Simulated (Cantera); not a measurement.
## Silicon epitaxy and polysilicon growth: Si2H6 + HCl + H2

Charge: 1 mol Si2H6, a varied amount of HCl, 4.4 mol H2, equilibrated at 1127 °C and 0.133 bar.

Method: chemical equilibrium by Gibbs-energy minimisation in Cantera with the NASA 1993 tables (ideal gas, pure condensed phases). Candidate condensed phases: Si; 19 gas species. The feed counts by its element totals alone. The tables' values for SiCl3 are old estimates; treat these amounts as uncertain. Kinetics and transport are ignored.

```json
[
 {"n(HCl) (mol)": "0.41", "log p H2": "-0.90", "log p HCl": "-2.27", "log p SiCl2": "-3.18", "log p SiCl3": "-4.30", "log p SiCl4": "-4.80", "n Si(s)": "1.96"},
 {"n(HCl) (mol)": "0.56", "log p H2": "-0.90", "log p HCl": "-2.18", "log p SiCl2": "-2.98", "log p SiCl3": "-4.01", "log p SiCl4": "-4.41", "n Si(s)": "1.93"},
 {"n(HCl) (mol)": "0.76", "log p H2": "-0.91", "log p HCl": "-2.09", "log p SiCl2": "-2.80", "log p SiCl3": "-3.74", "log p SiCl4": "-4.06", "n Si(s)": "1.88"},
 {"n(HCl) (mol)": "1", "log p H2": "-0.92", "log p HCl": "-2.02", "log p SiCl2": "-2.66", "log p SiCl3": "-3.53", "log p SiCl4": "-3.77", "n Si(s)": "1.82"},
 {"n(HCl) (mol)": "1.4", "log p H2": "-0.93", "log p HCl": "-1.95", "log p SiCl2": "-2.50", "log p SiCl3": "-3.29", "log p SiCl4": "-3.45", "n Si(s)": "1.72"},
 {"n(HCl) (mol)": "1.9", "log p H2": "-0.94", "log p HCl": "-1.89", "log p SiCl2": "-2.37", "log p SiCl3": "-3.10", "log p SiCl4": "-3.19", "n Si(s)": "1.58"},
 {"n(HCl) (mol)": "2.6", "log p H2": "-0.96", "log p HCl": "-1.84", "log p SiCl2": "-2.26", "log p SiCl3": "-2.92", "log p SiCl4": "-2.96", "n Si(s)": "1.38"}
]
```
log p: log10 of the partial pressure in bar; n: condensed amount in mol.

From 0.41 mol HCl to 2.6 mol HCl the condensed part is Si(s). The main Si-bearing gas is SiCl2 throughout. The share of Si in condensed phases is highest at 0.41 mol HCl (97.8 %) and lowest at 2.6 mol HCl (68.8 %).
